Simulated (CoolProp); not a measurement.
Properties of n-pentane along the isobar 16800 kPa (Tc = 196.5 °C, pc = 3368 kPa, ω = 0.251).

Values from CoolProp's reference Helmholtz-energy equation of state, Thol 2019.

```
T (°C)          phase  density (kg/m³)  cp (kJ/(kg K))  expansivity (1/kK)  conductivity (mW/(m K))  Prandtl number
------  -------------  ---------------  --------------  ------------------  -----------------------  --------------
30.25          liquid            635.8           2.287               1.340                      120            4.05
71.25          liquid            600.2           2.456               1.478                      108            3.37
112.25         liquid            562.9           2.637               1.665                     98.2            2.85
153.25         liquid            523.1           2.825               1.917                     90.9            2.41
194.25         liquid            480.4           3.015               2.252                     86.3            2.00
235.25  supercritical            434.4           3.201               2.665                     84.2            1.61
276.25  supercritical            386.2           3.361               3.065                     84.1            1.27
317.25  supercritical            338.8           3.473               3.268                     85.2            1.02
```

Viscosity comes from a separate model (Quiñones-Cisneros 2006), older than the equation that it now runs on, and unchecked against measurements. Thermal conductivity comes from a separate model (Vassiliou 2015).
